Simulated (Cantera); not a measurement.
An isothermal, constant-pressure homogeneous reactor starts with H2 : O2 : N2 = 0.59 : 1 : 1.1 (molar parts), at 1250 K and 100.0 Torr. Integrator tolerance rtol = 1e-08.

Model: the H2/O2 subset of GRI-Mech 3.0, which has no nitrogen chemistry, integrated in Cantera. The temperature is held fixed by assumption; the heat of reaction is taken as removed at once.

Problem. What does this change do: temperature 1250 to 773 K?

Solution. 
```csv
quantity,before,after
x(H2) at 30.0 s,4.32e-8 (gas-phase equilibrium 4.32e-8),0.219 (gas-phase equilibrium <1e-12)
x(O2) at 30.0 s,0.294 (gas-phase equilibrium 0.294),0.372 (gas-phase equilibrium 0.294)
x(OH) at 30.0 s,1.63e-5 (gas-phase equilibrium 1.63e-5),7.14e-11 (gas-phase equilibrium 1.06e-9)
x(HO2) at 30.0 s,2.79e-8 (gas-phase equilibrium 2.79e-8),2.61e-6 (gas-phase equilibrium 1.04e-11)
x(H2O2) at 30.0 s,1.80e-9 (gas-phase equilibrium 1.80e-9),8.46e-5 (gas-phase equilibrium 3.25e-12)
x(H2O) at 30.0 s,0.246 (gas-phase equilibrium 0.246),0.000177 (gas-phase equilibrium 0.246)
```
Radical loss at walls, strong at low pressure, is not modelled. Below about 950 K walls govern HO2 and H2O2 in real vessels.
